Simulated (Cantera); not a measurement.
A Cantera script and its output.

```python
import numpy as np
import cantera as ct

gas = ct.Solution("gri30.yaml")
gas.TPX = 1175, 800000, {'CH4': 1, 'CO': 0.19, 'O2': 1.5, 'N2': 16.5, 'H2O': 1.4}
reactor = ct.IdealGasReactor(gas, energy="on", clone=False)
net = ct.ReactorNet([reactor])
net.rtol, net.atol = 1e-08, 1e-16
show = ['CH4', 'CO', 'O2', 'CO2', 'OH', 'H2O']
times = np.geomspace(1e-06, 0.8, 11)

steps = ct.SolutionArray(gas, extra=["t"])
rows = []
print(f"{'t/s':>10s}{'T/K':>9s}{'P/Pa':>11s}" + "".join(f"{s:>11s}" for s in show))
for t in times:
    while net.time < t:
        t_next = net.step()
        steps.append(gas.state, t=t_next)
    rows.append([np.interp(t, steps.t, y) for y in (steps.T, steps.P, *steps(*show).X.T)])
    print(f"{t:10.3e}{rows[-1][0]:9.1f}{rows[-1][1]:11.4g}" + "".join(f"{x:11.3e}" for x in rows[-1][2:]))
rate = np.gradient(steps.T, steps.t)
print("integrator steps:", len(steps.t))
if steps.T.max() > steps.T[0] + 200:
    print(f"time of steepest temperature rise: {steps.t[rate.argmax()]:.4e} s")
gas.TPX = 1175, 800000, {'CH4': 1, 'CO': 0.19, 'O2': 1.5, 'N2': 16.5, 'H2O': 1.4}
gas.equilibrate("UV")
print(f"equilibrium (UV): T = {gas.T:.1f} K  " + "  ".join(f"{s} {gas[s].X[0]:.3e}" for s in show))
```

It prints:

```
       t/s      T/K       P/Pa        CH4         CO         O2        CO2         OH        H2O
 1.000e-06   1175.0      8e+05  4.857e-02  9.228e-03  7.285e-02  1.822e-10  2.259e-11  6.799e-02
 3.893e-06   1175.0      8e+05  4.857e-02  9.228e-03  7.285e-02  7.364e-10  2.749e-11  6.799e-02
 1.516e-05   1175.0      8e+05  4.857e-02  9.228e-03  7.285e-02  3.210e-09  4.496e-11  6.799e-02
 5.901e-05   1175.0      8e+05  4.857e-02  9.228e-03  7.285e-02  1.713e-08  1.232e-10  6.799e-02
 2.297e-04   1175.0      8e+05  4.857e-02  9.228e-03  7.285e-02  1.176e-07  5.039e-10  6.799e-02
 8.944e-04   1175.0      8e+05  4.856e-02  9.227e-03  7.285e-02  8.270e-07  1.661e-09  6.800e-02
 3.482e-03   1175.3  8.002e+05  4.853e-02  9.224e-03  7.282e-02  5.063e-06  2.345e-09  6.802e-02
 1.356e-02   1177.3  8.016e+05  4.828e-02  9.224e-03  7.264e-02  4.206e-05  5.589e-09  6.822e-02
 5.278e-02   2061.4  1.438e+06  2.874e-11  2.837e-02  3.252e-07  2.805e-02  5.740e-05  1.331e-01
 2.055e-01   2061.4  1.438e+06  2.873e-11  2.837e-02  3.253e-07  2.805e-02  5.740e-05  1.331e-01
 8.000e-01   2061.4  1.438e+06  2.872e-11  2.837e-02  3.253e-07  2.805e-02  5.741e-05  1.331e-01
integrator steps: 2330
time of steepest temperature rise: 3.5463e-02 s
equilibrium (UV): T = 2061.4 K  CH4 3.201e-11  CO 2.837e-02  O2 3.253e-07  CO2 2.805e-02  OH 5.741e-05  H2O 1.331e-01
```

Model: GRI-Mech 3.0 (53 species, 325 reactions), integrated in Cantera.
